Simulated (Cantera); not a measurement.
A freely propagating, adiabatic, planar premixed flame of 39.9 % H2, 12.4 % O2, 46.7 % N2, 1.04 % H2O, unburnt at 650 K and 3.85 atm; mixture-averaged transport, grid criteria slope 0.08 and curve 0.16, no radiation.

Cantera simulation using the H2/O2 subset of GRI-Mech 3.0, which has no nitrogen chemistry; the numbers are that mechanism's predictions, not measurements. The hydrogen kinetics of GRI-Mech 3.0 are dated; newer H2 mechanisms differ, most at raised pressure. Burning velocities carry a grid error of a few per cent, more on coarse grids.

### Question
Predict: laminar burning velocity; thermal thickness; peak x(H2O2); peak x(H); peak x(HO2).

### Answer
- laminar burning velocity = 1080 cm/s
- thermal thickness = 0.0792 mm
- peak x(H2O2) = 3.45e-5
- peak x(H) = 0.0659
- peak x(HO2) = 0.000730
